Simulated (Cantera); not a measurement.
An adiabatic, constant-pressure homogeneous reactor starts with CO : H2 : O2 : N2 : H2O = 1 : 0.41 : 0.881 : 3.31 : 0.16 (molar parts), equivalence ratio 0.80, at 1325 K and 6.71 atm. Integrator tolerance rtol = 1e-08.

Computed with Cantera and GRI-Mech 3.0 (53 species, 325 reactions). The hydrogen kinetics of GRI-Mech 3.0 are dated; newer H2 mechanisms differ, most at raised pressure.

Problem. What does this change do: initial temperature 1325 to 1100 K?

Solution. 
```
quantity                                                            before                                    after
---------------------------------  ---------------------------------------  ---------------------------------------
time of steepest temperature rise                                  8.45 µs                                 0.447 ms
temperature at 0.300 s                                              2744 K                                   2646 K
equilibrium temperature                                             2744 K                                   2646 K
x(CO) at 0.300 s                     0.0354 (gas-phase equilibrium 0.0354)    0.0252 (gas-phase equilibrium 0.0252)
x(H2) at 0.300 s                   0.00329 (gas-phase equilibrium 0.00329)  0.00234 (gas-phase equilibrium 0.00234)
x(O2) at 0.300 s                     0.0421 (gas-phase equilibrium 0.0421)    0.0391 (gas-phase equilibrium 0.0391)
x(OH) at 0.300 s                     0.0120 (gas-phase equilibrium 0.0120)  0.00921 (gas-phase equilibrium 0.00921)
x(CO2) at 0.300 s                      0.157 (gas-phase equilibrium 0.157)      0.169 (gas-phase equilibrium 0.169)
```

Problem. What does this change do: pressure from 6.71 atm to 0.217 atm?

Solution. 
```tsv
quantity	before	after
time of steepest temperature rise	8.45 µs	0.173 ms
temperature at 0.300 s	2744 K	2530 K
equilibrium temperature	2744 K	2530 K
x(CO) at 0.300 s	0.0354 (gas-phase equilibrium 0.0354)	0.0548 (gas-phase equilibrium 0.0548)
x(H2) at 0.300 s	0.00329 (gas-phase equilibrium 0.00329)	0.00596 (gas-phase equilibrium 0.00596)
x(O2) at 0.300 s	0.0421 (gas-phase equilibrium 0.0421)	0.0516 (gas-phase equilibrium 0.0516)
x(OH) at 0.300 s	0.0120 (gas-phase equilibrium 0.0120)	0.0157 (gas-phase equilibrium 0.0157)
x(CO2) at 0.300 s	0.157 (gas-phase equilibrium 0.157)	0.135 (gas-phase equilibrium 0.135)
```

Problem. What does this change do: pressure from 6.71 atm to 4.54 atm?

Solution. 
```tsv
quantity	before	after
time of steepest temperature rise	8.45 µs	10.5 µs
temperature at 0.300 s	2744 K	2721 K
equilibrium temperature	2744 K	2721 K
x(CO) at 0.300 s	0.0354 (gas-phase equilibrium 0.0354)	0.0377 (gas-phase equilibrium 0.0377)
x(H2) at 0.300 s	0.00329 (gas-phase equilibrium 0.00329)	0.00356 (gas-phase equilibrium 0.00356)
x(O2) at 0.300 s	0.0421 (gas-phase equilibrium 0.0421)	0.0432 (gas-phase equilibrium 0.0432)
x(OH) at 0.300 s	0.0120 (gas-phase equilibrium 0.0120)	0.0125 (gas-phase equilibrium 0.0125)
x(CO2) at 0.300 s	0.157 (gas-phase equilibrium 0.157)	0.155 (gas-phase equilibrium 0.155)
```
